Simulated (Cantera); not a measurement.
An isothermal, constant-pressure homogeneous reactor starts with N2O : H2 : N2 = 1 : 0.0021 : 5.6 (molar parts), at 1575 K and 100.0 Torr.

Computed with Cantera and GRI-Mech 3.0 (53 species, 325 reactions). GRI-Mech 3.0 was tuned for natural gas; its chemistry of N2O as a main component is partial and can be far from experiment. The temperature is held fixed by assumption; the heat of reaction is taken as removed at once.

x: mole fraction; the columns are a selection and need not sum to one.

| t (s) | x N2O | x H2 | x NO2 | x O2 | x OH | x H2O2 |
|---|---|---|---|---|---|---|
| 0.000300 | 0.151 | 0.000293 | 3.22e-8 | 0.000189 | 3.34e-5 | 3.08e-10 |
| 0.000694 | 0.150 | 0.000234 | 6.99e-7 | 0.000555 | 7.54e-5 | ? |
| 0.00160 | 0.147 | 0.000121 | 5.05e-6 | 0.00144 | 9.23e-5 | ? |
| 0.00371 | 0.141 | 2.93e-5 | 1.39e-5 | 0.00344 | 6.44e-5 | ? |
| 0.00857 | 0.128 | 2.21e-6 | 1.79e-5 | 0.00769 | 4.16e-5 | 2.80e-10 |
| 0.0198 | 0.104 | 1.41e-7 | 2.07e-5 | 0.0160 | 3.87e-5 | 1.56e-10 |
| 0.0458 | 0.0644 | 1.58e-7 | 2.35e-5 | 0.0295 | 3.88e-5 | 1.29e-10 |
| 0.106 | 0.0224 | 2.00e-7 | 2.47e-5 | 0.0441 | 3.68e-5 | 1.10e-10 |
| 0.245 | 0.00271 | 1.40e-7 | 2.54e-5 | 0.0513 | 2.73e-5 | 6.19e-11 |
| 0.566 | 8.82e-5 | 2.56e-8 | 2.76e-5 | 0.0524 | 1.12e-5 | 1.12e-11 |
| 1.31 | 5.17e-7 | 1.73e-8 | 2.79e-5 | 0.0525 | 9.25e-6 | 7.69e-12 |
| 3.03 | 4.36e-7 | 1.73e-8 | 2.79e-5 | 0.0525 | 9.24e-6 | 7.69e-12 |
| 7.00 | 4.35e-7 | 1.73e-8 | 2.78e-5 | 0.0525 | 9.25e-6 | 7.69e-12 |

Problem. Some entries are withheld; supply them.

Solution. 
- 0.000694, x H2O2: 2.34e-9
- 0.00160, x H2O2: 2.87e-9
- 0.00371, x H2O2: 1.10e-9
